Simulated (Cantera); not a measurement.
A freely propagating, adiabatic, planar premixed flame of 7.99 % CH4, 1.92 % C2H6, 18.9 % O2, 71.1 % N2, unburnt at 398 K and 1.01 bar; mixture-averaged transport, grid criteria slope 0.08 and curve 0.16, no radiation.

Detailed kinetics in Cantera: GRI-Mech 3.0 (53 species, 325 reactions). Burning velocities carry a grid error of a few per cent, more on coarse grids.

Question: Predict: laminar burning velocity; thermal thickness; peak x(C2H).

Answer: 
```
Property                      Value
------------------------  ---------
laminar burning velocity  58.8 cm/s
thermal thickness          0.382 mm
peak x(C2H)                 1.54e-6
```
